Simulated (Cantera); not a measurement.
A Cantera script and its output.

```python
import numpy as np
import cantera as ct

gas = ct.Solution("gri30.yaml")
gas.TPX = 498, 660000, {'CH4': 1, 'C2H6': 0.37, 'C3H8': 0.88, 'O2': 11.7, 'N2': 43.8}
flame = ct.FreeFlame(gas, width=0.011)
flame.set_refine_criteria(ratio=3, slope=0.08, curve=0.16)
flame.transport_model = "mixture-averaged"
flame.solve(loglevel=0, auto=True)
z, T = flame.grid, flame.T
thick = (T[-1] - T[0]) / np.gradient(T, z).max()
show = ['CH4', 'C2H6', 'C3H8', 'H2O', 'HCO', 'CH2']
print(f"laminar burning velocity  {flame.velocity[0] * 100:.3f} cm/s")
print(f"burnt temperature         {T[-1]:.1f} K")
print(f"thermal thickness         {thick * 1e3:.4f} mm")
print(f"grid points               {len(z)}")
z0 = z[flame.heat_release_rate.argmax()]
print(f"{'z/mm':>9s}{'T/K':>9s}{'u/(m/s)':>9s}" + "".join(f"{s:>11s}" for s in show))
rows = []
for k in (-3, -2, -1.5, -1, -0.5, -0.25, 0, 0.25, 0.5, 1, 2, 4, 8):
    zz = z0 + k * thick
    rows.append([k * thick, np.interp(zz, z, T), np.interp(zz, z, flame.velocity),
                 *(np.interp(zz, z, flame.X[gas.species_index(s)]) for s in show)])
    print(f"{rows[-1][0] * 1e3:9.3f}{rows[-1][1]:9.1f}{rows[-1][2]:9.3f}" + "".join(f"{x:11.3e}" for x in rows[-1][3:]))
```

It prints:

```
laminar burning velocity  28.629 cm/s
burnt temperature         1957.9 K
thermal thickness         0.1173 mm
grid points               142
     z/mm      T/K  u/(m/s)        CH4       C2H6       C3H8        H2O        HCO        CH2
   -0.352    499.0    0.287  1.729e-02  6.404e-03  1.523e-02  2.084e-04  4.900e-19  8.821e-24
   -0.235    505.8    0.291  1.716e-02  6.390e-03  1.522e-02  1.328e-03  1.974e-16  2.297e-20
   -0.176    526.1    0.303  1.684e-02  6.343e-03  1.517e-02  4.197e-03  1.229e-14  2.786e-18
   -0.117    621.9    0.360  1.544e-02  6.019e-03  1.471e-02  1.545e-02  8.362e-12  9.319e-15
   -0.059    976.2    0.573  1.060e-02  4.062e-03  1.036e-02  4.914e-02  3.421e-08  1.064e-09
   -0.029   1303.3    0.772  6.159e-03  1.754e-03  3.958e-03  7.626e-02  1.795e-06  2.528e-07
    0.000   1632.7    0.972  1.487e-03  8.825e-05  9.970e-05  1.002e-01  8.900e-06  4.942e-06
    0.029   1785.2    1.058  7.783e-05  9.931e-08  2.863e-08  1.078e-01  9.828e-07  9.706e-07
    0.059   1851.8    1.093  2.562e-06  6.429e-11  4.323e-12  1.095e-01  3.677e-08  3.979e-08
    0.117   1911.5    1.123  5.240e-09  6.589e-16  1.208e-18  1.111e-01  1.006e-09  9.167e-11
    0.235   1944.4    1.140  1.222e-12  5.498e-21  3.211e-26  1.124e-01  5.745e-11  1.066e-13
    0.469   1955.7    1.146  2.772e-14 -3.492e-26  6.466e-36  1.130e-01  3.077e-12  1.243e-14
    0.938   1957.8    1.147  1.603e-14 -1.682e-26  7.925e-40  1.131e-01  8.520e-13  5.107e-15
```

Cantera simulation using GRI-Mech 3.0 (53 species, 325 reactions); the numbers are that mechanism's predictions, not measurements. GRI-Mech 3.0 was tuned for natural gas; its chemistry of propane as a main component is partial and can be far from experiment. Burning velocities carry a grid error of a few per cent, more on coarse grids.
